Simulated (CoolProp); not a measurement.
The fluid at 492.64 K and 6.15 MPa (liquid) is heated at constant pressure to 552.4 K. The same conditions are run with several fluids, on thermodynamics alone (safety and materials aside).

Values from CoolProp's reference Helmholtz-energy equation of state of each fluid (ethanol: Schroeder 2014; ethylbenzene: Zhou 2012; m-xylene: Zhou 2012).

```json
[
 {"fluid": "ethanol", "heat (kJ/kg)": "(withheld)", "final phase": "(withheld)", "final density (kg/m³)": "(withheld)"},
 {"fluid": "ethylbenzene", "heat (kJ/kg)": "152", "final phase": "liquid", "final density (kg/m³)": "(withheld)"},
 {"fluid": "m-xylene", "heat (kJ/kg)": "(withheld)", "final phase": "liquid", "final density (kg/m³)": "(withheld)"}
]
```

### Question
What belongs in the gaps?

### Answer

- ethanol, heat (kJ/kg): 582
- ethanol, final phase: gas
- ethanol, final density (kg/m³): 84.0
- ethylbenzene, final density (kg/m³): 613
- m-xylene, heat (kJ/kg): 151
- m-xylene, final density (kg/m³): 608
